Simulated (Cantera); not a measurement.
Stirred combustor or abatement burner

A perfectly stirred reactor is fed with 3.60 % CH4, 10.0 % O2, 86.4 % N2, at 0.340 bar; it is adiabatic with a 800 K inlet, and is followed from long to short residence time, starting on the burning branch (τ in s: 0.065, 0.027, 0.011, 0.0048, 0.002, 0.00085, 0.00036, 0.00015, 6.3e-05, 2.7e-05, 1.1e-05, 4.7e-06).

Computed with Cantera and GRI-Mech 3.0 (53 species, 325 reactions).

```
τ (s)    T (K)     x CH4    x O2    x CH3   x CO2  x CH2CO
-------  -----  --------  ------  -------  ------  -------
0.065     1591   2.23e-5  0.0285  2.97e-6  0.0346  1.71e-9
0.027     1574   3.91e-5  0.0290  4.75e-6  0.0337  3.52e-9
0.011     1549   7.21e-5  0.0298  7.97e-6  0.0323  7.80e-9
0.0048    1517  0.000136  0.0311  1.37e-5  0.0303  1.84e-8
0.0020    1472  0.000308  0.0334  2.75e-5  0.0268  5.97e-8
0.00085   1405  0.000994  0.0387  7.69e-5  0.0198  4.32e-7
0.00036    800    0.0360   0.100   <1e-12  <1e-12   <1e-12
0.00015    800    0.0360   0.100   <1e-12  <1e-12   <1e-12
6.3e-5     800    0.0360   0.100   <1e-12  <1e-12   <1e-12
2.7e-5     800    0.0360   0.100   <1e-12  <1e-12   <1e-12
1.1e-5     800    0.0360   0.100   <1e-12  <1e-12   <1e-12
4.7e-6     800    0.0360   0.100   <1e-12  <1e-12   <1e-12
```
x: mole fraction; the columns are a selection and need not sum to one.
